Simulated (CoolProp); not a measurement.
Hydrogen chloride at 298.15 K and 13.9 MPa is throttled through a valve to 6.47 MPa with no heat exchange. Each further row changes one setting.

The numbers come from the reference Helmholtz-energy equation of state, Thol 2018 in CoolProp.

```
case                      temperature change (K)  final phase  final density (kg/m³)
------------------------  ----------------------  -----------  ---------------------
as stated                                    ___       liquid                    ___
outlet pressure 1.94 MPa                   -35.7          ___                    ___
outlet pressure 8.41 MPa                     ___       liquid                    ___
```

**Question.** Some entries are withheld; supply them.

**Answer.** 
- as stated, temperature change (K): -2.5
- as stated, final density (kg/m³): 844
- outlet pressure 1.94 MPa, final phase: two-phase, vapour fraction 0.200
- outlet pressure 1.94 MPa, final density (kg/m³): 175
- outlet pressure 8.41 MPa, temperature change (K): -1.6
- outlet pressure 8.41 MPa, final density (kg/m³): 856
